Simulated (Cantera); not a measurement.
Feed: 1 mol NH₃, 0.29 mol O₂, held at 10000 Pa.

Cantera equilibrium calculation (NASA polynomials, part measured and part estimated; ideal gas, pure solids and liquids). Candidate condensed phases: H₂O; 24 gas species. Rates play no part. All values below are at 1575 °C.

Base state: H₂ 0.459, H₂O 0.290, N₂ 0.250, H 0.00114, OH 5.27e-5 (mole fractions); condensed: gas only.

### Question
What changes in the equilibrium state with this change: O₂ from 0.29 to 2.1 mol?

### Answer
| species | before | after |
|---|---|---|
| H₂O | 0.290 | 0.445 |
| O₂ | 2.76e-8 | 0.400 |
| N₂ | 0.250 | 0.148 |
| H₂ | 0.459 | 0.000185 |
| O | 9.95e-8 | 0.000379 |
| NO | 9.95e-7 | 0.00291 |
| OH | 5.27e-5 | 0.00403 |
| H | 0.00114 | 2.28e-5 |
